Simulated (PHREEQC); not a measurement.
Dissolve 0.066 mol Cu(BF4)2 and 0.0033 mol Na2HPO4 per kg of water at 25 °C. Closed to the air; pH follows from the charge balance.

Computed with PHREEQC (ion-association model, wateq4f.dat).

No solid was allowed to form.

Q: Order these F species by the share of F that they hold, largest first: HF, BF4-, BF2(OH)2-, F-, BF3OH-.

A: BF4- (93 %), BF3OH- (3.7 %), HF (1.3 %), F- (0.91 %), BF2(OH)2- (0.47 %)

The pH is 2.86 and the ionic strength 0.203 mol/kgw. H3PO4, which wateq4f.dat lacks, is added to it with the constant of phreeqc.dat. Real BF4- forms and hydrolyses slowly; the run takes it at equilibrium. The database has no phosphate complexes of Cu.
